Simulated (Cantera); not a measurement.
SiCl₄ + Cl₂ + H₂ (chlorosilane synthesis and conversion)

A closed system holds: 1 mol SiCl₄, 2.6 mol Cl₂, 10 mol H₂, at 673 K and 21.0 bar.

Cantera equilibrium calculation (NASA polynomials, part measured and part estimated; ideal gas, pure solids and liquids). Candidate condensed phases: Si; 19 gas species. Kinetics and transport are ignored.

```
Item                                 Result
--------------------------------  ---------
x(H₂)                                 0.544
x(HCl)                                0.382
x(SiCl₄)                             0.0735
x(SiHCl₃)                           1.32e-5
gas amount                        13.60 mol
log10 activity of Si(s) (absent)     -15.21
```
